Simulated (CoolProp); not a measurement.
Properties of 1,2-dichloroethane along the isobar 76.1 bar.

Computed with CoolProp (reference Helmholtz-energy equation of state, Thol 2015).

| T (K) | phase | cp (kJ/(kg K)) | cv (kJ/(kg K)) | speed of sound (m/s) |
|---|---|---|---|---|
| 249.7 | liquid | 1.278 | 0.9087 | 1416 |
| 255.5 | liquid | 1.278 | 0.9070 | 1394 |
| 261.2 | liquid | 1.279 | 0.9057 | 1371 |
| 267 | liquid | 1.281 | 0.9047 | 1349 |
| 272.8 | liquid | 1.283 | 0.9041 | 1327 |
| 278.6 | liquid | 1.285 | 0.9039 | 1304 |
| 284.4 | liquid | 1.288 | 0.9040 | 1282 |
| 290.1 | liquid | 1.291 | 0.9044 | 1260 |
| 295.9 | liquid | 1.294 | 0.9051 | 1238 |
| 301.7 | liquid | 1.298 | 0.9061 | 1216 |
| 307.5 | liquid | 1.302 | 0.9074 | 1195 |
